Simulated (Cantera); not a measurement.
What does this Cantera script print?

```python
import numpy as np
import cantera as ct

gas_names = """
    N NO
""".split()
cond_names = """
    V2O4(I) V2O4(II) V2O4(L) V(cr) V(L)
""".split()


# ... load() reads the species with a 1 bar reference pressure and builds the phases ...
species = {s.name: s for s in load("nasa_gas.yaml", gas_names) + load("nasa_condensed.yaml", cond_names)}
# Each term lists the table entries of one substance; the one whose range holds T is used.
reactions = {
    '4 N(g) + V2O4 = 2 V + 4 NO(g)':
        [(-4, ['N']), (-1, ['V2O4(I)', 'V2O4(II)', 'V2O4(L)']), (2, ['V(cr)', 'V(L)']), (4, ['NO'])],
}


def pick(names, T):
    return next(species[n] for n in names if species[n].thermo.min_temp <= T <= species[n].thermo.max_temp)


results = []
for label, terms in reactions.items():
    print(label)
    print("     T/K   dH/kJ  dS/(J/K)   dG/kJ   log10 K")
    for T in [1723, 1773, 1823, 1873, 1923, 1973]:
        used = [(nu, pick(names, T)) for nu, names in terms]
        dH = sum(nu * s.thermo.h(T) for nu, s in used) / 1e6
        dS = sum(nu * s.thermo.s(T) for nu, s in used) / 1e3
        dG = dH - T * dS / 1e3
        logK = -dG * 1e6 / (ct.gas_constant * T * np.log(10))
        results.append((label, T, dH, dS, dG, logK, [s.name for _, s in used]))
        print(f"{T:8g} {dH:8.1f} {dS:8.1f} {dG:8.1f} {logK:8.2f}")
```

Output:

```
4 N(g) + V2O4 = 2 V + 4 NO(g)
     T/K   dH/kJ  dS/(J/K)   dG/kJ   log10 K
    1723   -173.1     76.5   -304.9     9.24
    1773   -175.0     75.4   -308.7     9.10
    1823   -289.2     12.6   -312.1     8.94
    1873   -292.8     10.6   -312.7     8.72
    1923   -296.4      8.7   -313.2     8.51
    1973   -299.9      6.9   -313.6     8.30
```

Source: NASA polynomial tables (part measured, part estimated), evaluated in Cantera. Condensed species are held in their standard states even where they would react or evaporate.
